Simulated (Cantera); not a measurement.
Feed: 1 mol MgCO₃, 0.38 mol O₂, at 0.640 bar.

Cantera equilibrium calculation (NASA polynomials, part measured and part estimated; ideal gas, pure solids and liquids). Candidate condensed phases: C, Mg, MgCO₃, MgO; 15 gas species. Kinetics and transport are ignored. All values below are at 1573 K.

Base state: CO₂ 0.725, O₂ 0.275, CO 2.40e-5 (mole fractions); condensed: MgO(s).

Problem. What changes in the equilibrium state with this change: 0.0044 mol H₂ added?

Solution. 
| species | before | after |
|---|---|---|
| CO₂ | 0.725 | 0.723 |
| O₂ | 0.275 | 0.273 |
| H₂O | 0 | 0.00317 |
| OH | 0 | 3.05e-5 |
| CO | 2.40e-5 | 2.40e-5 |
| MgO(s), mol | 1.00 | 1.00 |
Further candidate phases: C₆H₆, C₇H₈, C₈H₁₈, H₂O, Mg(OH)₂.

Problem. What changes in the equilibrium state with this change: 0.0031 mol CH₄ added?

Solution. 
```csv
species,before,after
CO₂,0.725,0.725
O₂,0.275,0.270
H₂O,0,0.00446
OH,0,3.61e-5
CO,2.40e-5,2.42e-5
"MgO(s), mol",1.00,1.00
```
Further candidate phases: C₆H₆, C₇H₈, C₈H₁₈, H₂O, Mg(OH)₂.
